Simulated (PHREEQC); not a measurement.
PHREEQC input (ion-association model, wateq4f.dat):

```
SOLUTION_MASTER_SPECIES
  An  An-  0  An  62.0  # stands for a non-complexing anion
SOLUTION_SPECIES
  An- = An-
    -log_k 0
    -gamma 3.0 0
PHASES
  Fix_H+
    H+ = H+
    -log_k 0
SOLUTION 1
  temp 25
  units mmol/kgw
  pH 7 charge
  Na 10
  An 10
END
SELECTED_OUTPUT 1
  -reset false
  -pH true
  -pe true
  -ionic_strength true
  -water true
  -totals Na
  -molalities Hfo_wOH Hfo_wOH2+ Hfo_wO- Hfo_sOH Hfo_sOH2+ Hfo_sO-
USER_PUNCH 1
  -headings sigma psi
  10 PUNCH EDL("sigma", "Hfo"), EDL("psi", "Hfo")
PRINT
  -reset false
USE solution 1
SURFACE 1
  Hfo_wOH 9.88764e-05 600 0.044
  Hfo_sOH 2.47191e-06
EQUILIBRIUM_PHASES 1
  Fix_H+ -4 HAn 10
    -force_equality true
  O2(g) -0.68 10
END
# ... the last block is repeated for the other 16 points of pH, with NaOH or the acid as the point needs
```

Selected output (columns that matter, 17 of 17 rows; pH added in front):

```
pH	mu	Na	m_Hfo_wOH	m_Hfo_wOH2+	m_Hfo_wO-	m_Hfo_sOH	m_Hfo_sOH2+	m_Hfo_sO-	sigma	psi
4	0.010139	0.01	3.9987e-05	5.8261e-05	6.2871e-07	9.9967e-07	1.4565e-06	1.5718e-08	0.21592	0.18495
4.5	0.010056	0.01	5.3214e-05	4.4194e-05	1.4679e-06	1.3304e-06	1.1049e-06	3.6697e-08	0.16007	0.16982
5	0.010026	0.01	6.313e-05	3.2978e-05	2.7686e-06	1.5783e-06	8.2444e-07	6.9214e-08	0.11318	0.15215
5.5	0.010014	0.01	6.9534e-05	2.4893e-05	4.4495e-06	1.7383e-06	6.2233e-07	1.1124e-07	0.07659	0.13228
6	0.010008	0.01	7.3103e-05	1.9492e-05	6.2808e-06	1.8276e-06	4.8731e-07	1.5702e-07	0.049496	0.11027
6.5	0.010004	0.01	7.4823e-05	1.6076e-05	7.9781e-06	1.8706e-06	4.0189e-07	1.9945e-07	0.030337	0.086242
7	0.010002	0.01	7.5548e-05	1.3966e-05	9.3623e-06	1.8887e-06	3.4915e-07	2.3406e-07	0.017247	0.060526
7.5	0.010001	0.01	7.582e-05	1.2628e-05	1.0429e-05	1.8955e-06	3.157e-07	2.6072e-07	0.0082385	0.033627
8	0.010001	0.010001	7.5898e-05	1.1675e-05	1.1303e-05	1.8975e-06	2.9188e-07	2.8258e-07	0.0013941	0.0060911
8.5	0.010004	0.010005	7.587e-05	1.0827e-05	1.218e-05	1.8967e-06	2.7067e-07	3.0449e-07	-0.0050691	-0.021558
9	0.010013	0.010015	7.5703e-05	9.8647e-06	1.3309e-05	1.8926e-06	2.4662e-07	3.3272e-07	-0.012904	-0.048802
9.5	0.010038	0.010042	7.5223e-05	8.626e-06	1.5028e-05	1.8806e-06	2.1565e-07	3.7569e-07	-0.023983	-0.075096
10	0.010117	0.010122	7.4014e-05	7.0428e-06	1.7819e-05	1.8504e-06	1.7607e-07	4.4548e-07	-0.040372	-0.099881
10.5	0.010361	0.01037	7.1288e-05	5.2001e-06	2.2388e-05	1.7822e-06	1.3e-07	5.5971e-07	-0.064395	-0.12263
11	0.011131	0.011145	6.5744e-05	3.3216e-06	2.981e-05	1.6436e-06	8.3041e-08	7.4526e-07	-0.099238	-0.14277
11.5	0.013591	0.013612	5.5251e-05	1.6667e-06	4.1959e-05	1.3813e-06	4.1668e-08	1.049e-06	-0.15095	-0.1591
12	0.021627	0.021658	3.6857e-05	5.0591e-07	6.1513e-05	9.2143e-07	1.2648e-08	1.5378e-06	-0.22856	-0.16845
```

Complexes and solids missing from the database can't appear.
